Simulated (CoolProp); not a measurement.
A simple Rankine cycle with R22: condensing at 308.15 K, boiler at 3.45 MPa, turbine inlet 352.1 K, turbine efficiency 0.65, pump efficiency 0.7, no recuperator. Each further row changes one setting.

Values from CoolProp's reference Helmholtz-energy equation of state, Kamei 1995.

```json
[
 {"case": "as stated", "thermal efficiency (%)": "5.8", "net work (kJ/kg)": "10.0", "heat in (kJ/kg)": "172", "turbine exit temperature (K)": "308.1", "volume ratio over the turbine": "2.78"},
 {"case": "turbine inlet 372.1 K", "thermal efficiency (%)": "6.3", "net work (kJ/kg)": "12.6", "heat in (kJ/kg)": "199", "turbine exit temperature (K)": "323.6", "volume ratio over the turbine": "2.59"},
 {"case": "condensing temperature 300.15 K", "thermal efficiency (%)": "7.0", "net work (kJ/kg)": "12.6", "heat in (kJ/kg)": "182", "turbine exit temperature (K)": "300.2", "volume ratio over the turbine": "3.44"},
 {"case": "boiler pressure 2.42 MPa", "thermal efficiency (%)": "4.2", "net work (kJ/kg)": "8.25", "heat in (kJ/kg)": "195", "turbine exit temperature (K)": "323.7", "volume ratio over the turbine": "1.79"},
 {"case": "turbine efficiency 0.55", "thermal efficiency (%)": "4.7", "net work (kJ/kg)": "8.09", "heat in (kJ/kg)": "172", "turbine exit temperature (K)": "308.1", "volume ratio over the turbine": "2.81"}
]
```

The expansion ends wet for: as stated; condensing temperature 300.15 K; turbine efficiency 0.55.
